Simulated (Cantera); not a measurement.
Charge: 1 mol CHF3, 0.51 mol H2, equilibrated at 3123.15 K.

Cantera equilibrium calculation (NASA polynomials, part measured and part estimated; ideal gas, pure solids and liquids). Candidate condensed phases: C, C6H6, C7H8, C8H18; 95 gas species. Gases not in the tables: C2F6 and larger saturated fluorocarbons. The numbers say what is thermodynamically allowed, not how fast it happens.

### Question
Which condensed phases are stable at each of these points (P (Pa)): 1, 4.20, 18, 75, 320, 1300, 5600, 24000, 100000?

### Answer
```
P (Pa)  condensed phases  C condensed (%)
------  ----------------  ---------------
1               gas only              0.0
4.20            gas only              0.0
18              gas only              0.0
75              gas only              0.0
320             gas only              0.0
1300            gas only              0.0
5600         C(graphite)             62.1
24000        C(graphite)             73.5
100000       C(graphite)             68.5
```

From 0.00750 Torr to 9.75 Torr nothing is condensed. From 42.0 Torr to 750 Torr the condensed part is C(graphite).
